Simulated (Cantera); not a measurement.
A perfectly stirred reactor is fed with H2 : O2 : N2 : NO = 1 : 0.357 : 1.14 : 0.0044 (molar parts), at 0.266 atm; it is adiabatic with a 475 K inlet, and is followed from long to short residence time, starting on the burning branch (τ in s: 0.4, 0.14, 0.049, 0.017, 0.006, 0.0021, 0.00073, 0.00026, 8.9e-05, 3.1e-05, 1.1e-05).

Model: GRI-Mech 3.0 (53 species, 325 reactions), integrated in Cantera. The mechanism lacks 2 NO + O2 → 2 NO2 and HONO, so NO2 and the effect of NO are under-described below about 1400 K.

One state of this run: T (K) = 2408; x H2 = 0.128; x O2 = 0.00103; x NO = 0.00137; x H2O2 = 3.32e-8; x O = 0.000981; x N2 = 0.523. x: mole fraction; the columns are a selection and need not sum to one.

**Question.** Which value of τ (s) does it belong to?
A. 8.9e-5
B. 0.049
C. 3.1e-5
D. 0.00073

**Answer.** B, 0.049
